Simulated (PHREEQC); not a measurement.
Consider water at 25 °C with 12 mmol/kgw CdCl2, 2.2 mmol/kgw CuCl2, 0.16 mmol/kgw HCl and 96 mmol/kgw NaCl. Closed to the air; pH follows from the charge balance.

Equilibrium calculation in PHREEQC: ion-association model, phreeqc.dat.

Problem. The ionic strength comes out as 0.116 mol/kgw. What activity coefficients do Cu+2, Cl-, CdCl+, Cd+2, Na+ get?

Solution. Cu+2 0.38, Cl- 0.76, CdCl+ 0.77, Cd+2 0.36, Na+ 0.78.

No solid was allowed to form. Species that the database lacks are ignored.
